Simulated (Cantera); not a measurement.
Input: 1 mol LiCl, 0.035 mol HF, 12 mol H2, equilibrated at 1498 K.

Equilibrium computed with Cantera from the NASA thermochemical tables; the gas is ideal and each condensed phase is pure. Candidate condensed phases: Li, LiCl, LiF, LiH; 25 gas species. Kinetics and transport are ignored.

x: gas mole fraction; nothing condenses.

```
P (Pa)   x H2  x LiCl       x H    x Li2Cl2    x HCl      x Li
------  -----  ------  --------  ----------  -------  --------
0.100   0.902  0.0715    0.0163  (withheld)  0.00444   0.00323
1.60    0.915  0.0736   0.00411  (withheld)  0.00288   0.00129
25      0.919  0.0744   0.00104  (withheld)  0.00220  0.000433
400     0.920  0.0746  0.000261  (withheld)  0.00197  0.000122
6300    0.921  0.0733   6.57e-5  (withheld)  0.00190   3.13e-5
100000  0.928  0.0592   1.66e-5  (withheld)  0.00189   6.39e-6
```

Q: Fill in the missing entries.

A: 
- 0.100, x Li2Cl2: 1.18e-8
- 1.60, x Li2Cl2: 2.00e-7
- 25, x Li2Cl2: 3.20e-6
- 400, x Li2Cl2: 5.14e-5
- 6300, x Li2Cl2: 0.000782
- 100000, x Li2Cl2: 0.00809
